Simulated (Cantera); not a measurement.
Feed: 1 mol N₂O, 0.81 mol H₂O, 2.6 mol H₂, held at 1227 °C and 1000 Pa.

These are equilibrium values from Cantera (NASA tables, ideal gas, pure condensed phases), not measurements of a reactor. Rates play no part.

```tsv
species	before	after
H₂O	0.410	0.422
N₂	0.227	0.414
O₂	<1e-9	0.163
H₂	0.363	1.98e-5
NO	3.07e-8	0.000781
O	<1e-9	1.64e-5
OH	3.43e-6	0.000477
H	0.000106	7.83e-7
```
Gas species are given as mole fractions.

**Question.** Which change was made?
A) H₂ from 2.6 to 0.21 mol
B) temperature from 1227 °C to 2875 °C
C) temperature from 1227 °C to 1852 °C
D) temperature from 1227 °C to 2925 °C

**Answer.** A, H₂ from 2.6 to 0.21 mol
